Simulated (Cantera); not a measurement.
Input (Python, Cantera) and output of one run.

```python
import numpy as np
import cantera as ct

gas_names = """
    CL CLO CL2 Mg MgCL MgCL2 MgO Mg2 O O2 O3 Ti TiCL TiCL2 TiCL3 TiCL4 TiO TiOCL TiOCL2 TiO2
""".split()
cond_names = """
    Mg(cr) Mg(L) MgCL2(s) MgCL2(L) MgO(s) MgO(L) MgTiO3(s) MgTiO3(L) MgTi2O5(s) MgTi2O5(L) Mg2TiO4(s)
    Mg2TiO4(L) Ti(a) Ti(b) Ti(L) TiCL2(s) TiCL3(s) TiCL4(L) TiO(a) TiO(b) TiO(L) TiO2(ru) TiO2(L)
    Ti2O3(a) Ti2O3(b) Ti2O3(L) Ti3O5(a) Ti3O5(b) Ti3O5(L) Ti4O7(s) Ti4O7(L)
""".split()


# ... load() reads the species with a 1 bar reference pressure and builds the phases ...
atoms = {
    'TiO2': {'Ti': 1, 'O': 2},
    'MgCl2': {'Mg': 1, 'CL': 2},
    'O2': {'O': 2},
}
top_T = {'TiCL2(s)': 1300, 'TiCL3(s)': 1000}  # K; cautious upper limits of use, not melting points


# ... equilibrate(T, P, feed) seeds the gas with the atoms and calls Mixture.equilibrate('TP', solver="vcs", rtol=1e-11, max_steps=5000) ...
results = []
T = 1975  # K
P = 1000  # Pa
for m in [0.27, 0.75, 1.2, 1.7, 2.2, 2.7, 3.2, 3.7, 4.2, 4.6, 5.1, 5.6]:
    feed = {'TiO2': 1, 'MgCl2': 1.4, 'O2': m}  # mol
    mix = equilibrate(T, P, feed)
    results.append((T, P, feed, dict(zip(mix.species_names, mix.species_moles))))

top = {s: max(r[3][s] / sum(r[3][g] for g in gas_names) for r in results) for s in gas_names}
cols = sorted((s for s in top if top[s] > 1e-05), key=lambda s: -top[s])[:8]
seen = [c for c in cond_names if any(r[3].get(c, 0) > 1e-12 for r in results)]
print("log10 of partial pressures in bar; condensed amounts in mol")
print(f"{'n(O2)':>10s}" + "".join(f"{s[:9]:>10s}" for s in cols + seen))
for T, P, feed, n in results:
    ng = sum(n[g] for g in gas_names)
    print(f"{feed['O2']:10.4g}" + "".join(f"{np.log10(max(n[s] / ng * P / 1e5, 1e-99)):10.3f}" for s in cols)
          + "".join(f"{n.get(c, 0):10.4g}" for c in seen))
```

It prints:

```
log10 of partial pressures in bar; condensed amounts in mol
     n(O2)        O2        CL     MgCL2       CL2         O       CLO    TiOCL2      MgCL MgTi2O5(L Mg2TiO4(s
      0.27    -3.979    -2.292    -2.326    -4.235    -5.248    -6.094    -5.510    -6.187    0.4996         0
      0.75    -2.727    -2.329    -2.473    -4.311    -4.622    -5.506    -6.489    -6.296    0.4727    0.0545
       1.2    -2.533    -2.347    -2.605    -4.345    -4.525    -5.426    -6.621    -6.411    0.4424    0.1151
       1.7    -2.418    -2.376    -2.721    -4.405    -4.468    -5.398    -6.737    -6.497    0.4192    0.1615
       2.2    -2.347    -2.408    -2.819    -4.467    -4.432    -5.394    -6.835    -6.564    0.4016    0.1967
       2.7    -2.298    -2.438    -2.904    -4.528    -4.408    -5.400    -6.921    -6.619    0.3874     0.225
       3.2    -2.262    -2.467    -2.980    -4.585    -4.390    -5.411    -6.996    -6.666    0.3756    0.2487
       3.7    -2.234    -2.494    -3.048    -4.640    -4.376    -5.424    -7.065    -6.707    0.3654     0.269
       4.2    -2.212    -2.520    -3.111    -4.691    -4.365    -5.439    -7.127    -6.744    0.3566    0.2867
       4.6    -2.197    -2.539    -3.157    -4.730    -4.358    -5.451    -7.173    -6.771    0.3503    0.2993
       5.1    -2.182    -2.562    -3.211    -4.776    -4.350    -5.466    -7.227    -6.801    0.3432    0.3135
       5.6    -2.169    -2.584    -3.262    -4.820    -4.343    -5.481    -7.278    -6.830    0.3368    0.3263
```

Equilibrium computed with Cantera from the NASA thermochemical tables; the gas is ideal and each condensed phase is pure. Mutual solubility and eutectic melting of coexisting phases are not modelled. Condensed phases not in the tables: alloys, solid solutions and most ternary compounds.
